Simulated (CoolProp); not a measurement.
Computed with CoolProp (reference Helmholtz-energy equation of state, Wagner 2002).

### Question
Give the vapour pressure (MPa), liquid density (kg/m³), vapour density (kg/m³), enthalpy of vaporisation (kJ/kg) of saturated water at 166.25, 218.55, 244.65 °C.

### Answer
```
T (°C)  p (MPa)  liquid density (kg/m³)  vapour density (kg/m³)  enthalpy of vaporisation (kJ/kg)
------  -------  ----------------------  ----------------------  --------------------------------
166.25    0.723                     901                    3.78                              2060
218.55     2.26                     842                    11.3                              1860
244.65     3.63                     807                    18.2                              1740
```
